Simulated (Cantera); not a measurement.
**Equilibrium for thermal oxidation and active oxidation of silicon: Si + O₂ + H₂**

Input: 1 mol Si, 1 mol O₂, 470 mol H₂, held at 0.350 bar.

Cantera equilibrium calculation (NASA polynomials, part measured and part estimated; ideal gas, pure solids and liquids). Candidate condensed phases: H₂O, Si, SiO₂; 18 gas species. The tables hold silica as quartz up to 1696 K and as liquid above; real silica turns to tridymite and cristobalite and melts near 1996 K. Rates play no part.

From 1223 K to 1623 K the condensed part is SiO₂(β-quartz). At 1723 K the condensed part is SiO₂(condensed). From 1823 K to 2223 K nothing is condensed. The main Si-bearing gas is SiO throughout.

```json
[
 {"T (K)": "1223", "x H₂": "1.000", "x H": "5.08e-7", "x SiO": "4.92e-7", "x H₂O": "5.07e-7", "x OH": "<1e-12", "x Si": "<1e-12", "n SiO₂(β-quartz)": "1.000", "n SiO₂(condensed)": "0"},
 {"T (K)": "1323", "x H₂": "1.000", "x H": "2.68e-6", "x SiO": "3.80e-6", "x H₂O": "3.81e-6", "x OH": "<1e-12", "x Si": "2.56e-12", "n SiO₂(β-quartz)": "0.998", "n SiO₂(condensed)": "0"},
 {"T (K)": "1423", "x H₂": "1.000", "x H": "1.12e-5", "x SiO": "2.16e-5", "x H₂O": "2.16e-5", "x OH": "5.26e-12", "x Si": "1.79e-11", "n SiO₂(β-quartz)": "0.990", "n SiO₂(condensed)": "0"},
 {"T (K)": "1523", "x H₂": "1.000", "x H": "3.91e-5", "x SiO": "9.71e-5", "x H₂O": "9.71e-5", "x OH": "1.17e-10", "x Si": "9.71e-11", "n SiO₂(β-quartz)": "0.954", "n SiO₂(condensed)": "0"},
 {"T (K)": "1623", "x H₂": "0.999", "x H": "0.000117", "x SiO": "0.000361", "x H₂O": "0.000361", "x OH": "1.76e-9", "x Si": "4.27e-10", "n SiO₂(β-quartz)": "0.830", "n SiO₂(condensed)": "0"},
 {"T (K)": "1723", "x H₂": "0.997", "x H": "0.000308", "x SiO": "0.00114", "x H₂O": "0.00114", "x OH": "1.93e-8", "x Si": "1.58e-9", "n SiO₂(β-quartz)": "0", "n SiO₂(condensed)": "0.464"},
 {"T (K)": "1823", "x H₂": "0.995", "x H": "0.000731", "x SiO": "0.00212", "x H₂O": "0.00212", "x OH": "1.08e-7", "x Si": "5.05e-9", "n SiO₂(β-quartz)": "0", "n SiO₂(condensed)": "0"},
 {"T (K)": "1923", "x H₂": "0.994", "x H": "0.00159", "x SiO": "0.00212", "x H₂O": "0.00212", "x OH": "2.92e-7", "x Si": "1.43e-8", "n SiO₂(β-quartz)": "0", "n SiO₂(condensed)": "0"},
 {"T (K)": "2023", "x H₂": "0.993", "x H": "0.00320", "x SiO": "0.00212", "x H₂O": "0.00212", "x OH": "7.11e-7", "x Si": "3.67e-8", "n SiO₂(β-quartz)": "0", "n SiO₂(condensed)": "0"},
 {"T (K)": "2123", "x H₂": "0.990", "x H": "0.00603", "x SiO": "0.00212", "x H₂O": "0.00212", "x OH": "1.59e-6", "x Si": "8.61e-8", "n SiO₂(β-quartz)": "0", "n SiO₂(condensed)": "0"},
 {"T (K)": "2223", "x H₂": "0.985", "x H": "0.0107", "x SiO": "0.00211", "x H₂O": "0.00211", "x OH": "3.32e-6", "x Si": "1.87e-7", "n SiO₂(β-quartz)": "0", "n SiO₂(condensed)": "0"}
]
```
x: gas mole fraction; n: condensed amount in mol.
